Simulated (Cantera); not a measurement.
Equilibrium for chlorosilane synthesis and conversion: SiCl4 + Cl2 + H2

Feed: 1 mol SiCl4, 1.9 mol Cl2, 0.75 mol H2, held at 1050 K and 0.290 bar.

Method: chemical equilibrium by Gibbs-energy minimisation in Cantera with the NASA 1993 tables (ideal gas, pure condensed phases). Candidate condensed phases: Si; 19 gas species. Rates play no part.

x(HCl): 0.411
x(Cl2): 0.315
x(SiCl4): 0.274
x(Cl): 0.000825
gas amount: 3.652 mol
log10 activity of Si(s) (absent): -25.11
